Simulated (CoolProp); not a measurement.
Properties of m-xylene along the isobar 3.81 MPa.

Computed with CoolProp (reference Helmholtz-energy equation of state, Zhou 2012).

| T (°C) | phase | Z | cv (kJ/(kg K)) | Joule-Thomson coefficient (K/MPa) | conductivity (mW/(m K)) | Prandtl number |
|---|---|---|---|---|---|---|
| 182.25 | liquid | ? | 1.812 | -0.2052 | 93.7 | 4.16 |
| 187.75 | liquid | 0.1482 | ? | -0.1904 | 92.6 | ? |
| 193.35 | liquid | 0.1477 | 1.846 | -0.1745 | 91.5 | ? |
| 198.85 | liquid | 0.1472 | 1.863 | -0.1579 | ? | 3.99 |
| 204.35 | liquid | ? | 1.879 | ? | 89.5 | 3.93 |
| 209.95 | liquid | 0.1464 | 1.896 | -0.1212 | ? | 3.88 |
| 215.45 | liquid | 0.1461 | 1.912 | -0.1012 | 87.5 | 3.82 |
| 221.05 | liquid | 0.1459 | 1.928 | -0.07923 | 86.6 | 3.77 |
| 226.55 | liquid | 0.1457 | 1.944 | -0.05597 | 85.7 | 3.71 |
| 232.05 | liquid | 0.1456 | 1.960 | -0.03079 | 84.8 | 3.66 |
| 237.65 | liquid | 0.1455 | 1.976 | -0.002889 | 84.0 | 3.60 |
| 243.15 | liquid | 0.1456 | 1.991 | 0.02707 | 83.1 | 3.55 |

Q: Complete the blanks.

A: 
- 182.25, Z: 0.1488
- 187.75, cv (kJ/(kg K)): 1.829
- 187.75, Prandtl number: 4.10
- 193.35, Prandtl number: 4.05
- 198.85, conductivity (mW/(m K)): 90.5
- 204.35, Z: 0.1468
- 204.35, Joule-Thomson coefficient (K/MPa): -0.1403
- 209.95, conductivity (mW/(m K)): 88.5

Viscosity comes from a separate model (Cao 2016). Thermal conductivity comes from a separate model (Mylona 2014).
